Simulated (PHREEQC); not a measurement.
A solution holds 1.3e-05 mol MnSO4, 0.0001 mol CaCl2 and 0.0022 mol NaHCO3 per kg of water, at 25 °C. Closed to the air; pH follows from the charge balance.

The numbers come from PHREEQC with the ion-association model, wateq4f.dat.

### Question
The ionic strength comes out as 0.00254 mol/kgw. What activity coefficients do Na+, Cl-, OH-, Ca+2, Mn+2 get?

### Answer
Na+ 0.95, Cl- 0.95, OH- 0.95, Ca+2 0.81, Mn+2 0.81.

This is a speciation only: nothing precipitates in the calculation. Examples of supersaturated solids here: Rhodochrosite. Others may be too.
